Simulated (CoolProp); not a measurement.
Vapour-liquid equilibrium of benzene (1) + n-decane (2) at 0.258 MPa; x and y are mole fractions of (1).

The numbers come from the multi-fluid Helmholtz-energy mixture model, Thol 2012 and Lemmon 2006; pair parameters Bell 2016 in CoolProp.

Question: Give the bubble temperature and the first vapour's composition at x = 0.15, 0.25, 0.65. Is there an azeotrope?

Answer: x = 0.15: 183.6 °C, y = 0.550; x = 0.25: 167.2 °C, y = 0.732; x = 0.65: 130.3 °C, y = 0.953. No azeotrope shows between x = 0.05 and 0.95.

Pair parameters are fitted to limited data, so mixtures are less certain than the pure fluids.
